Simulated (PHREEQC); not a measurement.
Consider water at 85 °C with 4.4 mmol/kgw ZnSO4 and 0.96 mmol/kgw HCl. Closed to the air; pH follows from the charge balance.

All values are PHREEQC results (ion-association model, wateq4f.dat), not measurements.

Task: The ionic strength comes out as 0.0130 mol/kgw. What activity coefficients do Zn(SO4)2-2, SO4-2, Cl-, H+, ZnCl+ get?

Result: Zn(SO4)2-2 0.59, SO4-2 0.60, Cl- 0.87, H+ 0.89, ZnCl+ 0.88.

No solid was allowed to form. Complexes and solids missing from the database can't appear. Away from 25 °C the constants follow the database's enthalpies or fits; those with neither stay at their 25 °C values.
